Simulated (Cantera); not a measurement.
Thermodynamics of silicon etching in halogen gases, feed Si + NF₃ + N₂

Charge: 1 mol Si, 2.9 mol NF₃, 1.2 mol N₂, equilibrated at 133 Pa.

Cantera equilibrium calculation (NASA polynomials, part measured and part estimated; ideal gas, pure solids and liquids). Candidate condensed phases: Si, Si₃N₄; 16 gas species. Kinetics and transport are ignored.

```csv
T (K),log p F,log p N₂,log p F₂,log p SiF₄,log p NF₃,log p NF₂,log p SiF₃
723,-4.32,-3.24,-3.35,-3.65,-4.43,-10.04,<-14
798,-3.79,-3.26,-3.39,-3.68,-5.39,-9.87,<-14
873,-3.43,-3.30,-3.58,-3.72,-6.43,-9.88,<-14
948,-3.23,-3.34,-3.96,-3.76,-7.63,-10.12,<-14
1023,-3.15,-3.36,-4.48,-3.79,-8.95,-10.51,<-14
1098,-3.13,-3.37,-5.02,-3.79,-10.20,-10.93,<-14
1173,-3.13,-3.37,-5.51,-3.80,-11.33,-11.32,<-14
1248,-3.13,-3.37,-5.95,-3.80,-12.33,-11.67,<-14
1323,-3.13,-3.37,-6.34,-3.80,-13.22,-11.98,<-14
1398,-3.12,-3.37,-6.70,-3.80,-14.02,-12.25,<-14
1473,-3.12,-3.37,-7.01,-3.80,-14.73,-12.50,-13.87
1548,-3.12,-3.37,-7.30,-3.80,<-14,-12.73,-12.82
1623,-3.12,-3.37,-7.56,-3.80,<-14,-12.94,-11.87
1698,-3.12,-3.37,-7.80,-3.80,<-14,-13.12,-11.01
```
log p: log10 of the partial pressure in bar; nothing condenses.

From 723 K to 1698 K nothing is condensed. The main Si-bearing gas is SiF₄ throughout.
